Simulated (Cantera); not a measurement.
Input: 1 mol Si, a varied amount of F₂, at 525 K and 0.100 bar.

Cantera equilibrium calculation (NASA polynomials, part measured and part estimated; ideal gas, pure solids and liquids). Candidate condensed phases: Si; 9 gas species. Kinetics and transport are ignored.

log p: log10 of the partial pressure in bar; n: condensed amount in mol.

| n(F₂) (mol) | log p SiF₄ | log p F₂ | log p F | log p SiF₃ | n Si(s) |
|---|---|---|---|---|---|
| 1 | -1.00 | <-13 | <-13 | -9.86 | 0.500 |
| 2 | -1.00 | <-13 | <-13 | <-13 | 0 |
| 3 | -1.30 | -1.30 | -5.51 | <-13 | 0 |
| 4 | ? | ? | -5.45 | <-13 | 0 |
| 5 | -1.60 | -1.12 | -5.42 | <-13 | 0 |
| 5.9 | -1.69 | -1.10 | -5.41 | <-13 | 0 |
| 6.9 | ? | -1.08 | -5.40 | <-13 | 0 |
| 7.9 | -1.84 | -1.07 | -5.39 | <-13 | 0 |
| 8.9 | -1.90 | -1.06 | -5.39 | <-13 | 0 |

### Question
What belongs in the gaps?

### Answer

- 4, log p SiF₄: -1.48
- 4, log p F₂: -1.18
- 6.9, log p SiF₄: -1.77
